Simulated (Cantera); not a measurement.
A closed system holds: 1 mol MgO, 0.019 mol HCl, at 7.50 Torr.

Method: chemical equilibrium by Gibbs-energy minimisation in Cantera with the NASA 1993 tables (ideal gas, pure condensed phases). Candidate condensed phases: H₂O, Mg, MgCl₂, MgO, Mg(OH)₂; 22 gas species. Kinetics and transport are ignored. All values below are at 1350 °C.

Base state: HCl 0.805, MgCl₂ 0.0920, H₂O 0.0919, Cl 0.00724, H₂ 0.00366, OH 4.39e-5, H 4.18e-5, Cl₂ 3.32e-5 (mole fractions); condensed: MgO(s).

Problem. What changes in the equilibrium state with this change: pressure from 7.50 Torr to 75.0 Torr?

Solution. 
```csv
species,before,after
HCl,0.805,0.810
MgCl₂,0.0920,0.0925
H₂O,0.0919,0.0925
Cl,0.00724,0.00334
H₂,0.00366,0.00175
H,4.18e-5,9.14e-6
OH,4.39e-5,2.02e-5
Cl₂,3.32e-5,7.04e-5
"MgO(s), mol",0.998,0.998
```
